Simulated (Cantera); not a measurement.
An adiabatic, constant-volume homogeneous reactor starts with H2 : O2 : N2 : H2O = 1 : 0.208 : 0.783 : 0.27 (molar parts), at 1150 K and 10500 Torr. Integrator tolerance rtol = 1e-08.

Model: the H2/O2 subset of GRI-Mech 3.0, which has no nitrogen chemistry, integrated in Cantera. The hydrogen kinetics of GRI-Mech 3.0 are dated; newer H2 mechanisms differ, most at raised pressure. The pressure lies above the range GRI-Mech 3.0 was tuned for (to about 10 atm).

Task: What does this change do: pressure from 10500 Torr to 8250 Torr?

Result: 
```
quantity                                                            before                                    after
---------------------------------  ---------------------------------------  ---------------------------------------
time of steepest temperature rise                                 0.337 ms                                 0.373 ms
temperature at 0.900 s                                              2662 K                                   2657 K
equilibrium temperature                                             2662 K                                   2657 K
x(H2) at 0.900 s                       0.282 (gas-phase equilibrium 0.282)      0.282 (gas-phase equilibrium 0.282)
x(O2) at 0.900 s                   7.33e-6 (gas-phase equilibrium 7.33e-6)  8.98e-6 (gas-phase equilibrium 8.98e-6)
x(H2O) at 0.900 s                      0.332 (gas-phase equilibrium 0.332)      0.331 (gas-phase equilibrium 0.331)
x(H) at 0.900 s                    0.00483 (gas-phase equilibrium 0.00483)  0.00536 (gas-phase equilibrium 0.00536)
x(OH) at 0.900 s                   0.00140 (gas-phase equilibrium 0.00140)  0.00154 (gas-phase equilibrium 0.00154)
x(O) at 0.900 s                    1.54e-5 (gas-phase equilibrium 1.54e-5)  1.88e-5 (gas-phase equilibrium 1.88e-5)
```

Task: What does this change do: pressure from 10500 Torr to 750 Torr?

Result: 
```json
[
 {"quantity": "time of steepest temperature rise", "before": "0.337 ms", "after": "0.102 ms"},
 {"quantity": "temperature at 0.900 s", "before": "2662 K", "after": "2587 K"},
 {"quantity": "equilibrium temperature", "before": "2662 K", "after": "2587 K"},
 {"quantity": "x(H2) at 0.900 s", "before": "0.282 (gas-phase equilibrium 0.282)", "after": "0.277 (gas-phase equilibrium 0.277)"},
 {"quantity": "x(O2) at 0.900 s", "before": "7.33e-6 (gas-phase equilibrium 7.33e-6)", "after": "5.46e-5 (gas-phase equilibrium 5.46e-5)"},
 {"quantity": "x(H2O) at 0.900 s", "before": "0.332 (gas-phase equilibrium 0.332)", "after": "0.327 (gas-phase equilibrium 0.327)"},
 {"quantity": "x(H) at 0.900 s", "before": "0.00483 (gas-phase equilibrium 0.00483)", "after": "0.0134 (gas-phase equilibrium 0.0134)"},
 {"quantity": "x(OH) at 0.900 s", "before": "0.00140 (gas-phase equilibrium 0.00140)", "after": "0.00361 (gas-phase equilibrium 0.00361)"},
 {"quantity": "x(O) at 0.900 s", "before": "1.54e-5 (gas-phase equilibrium 1.54e-5)", "after": "0.000113 (gas-phase equilibrium 0.000113)"}
]
```
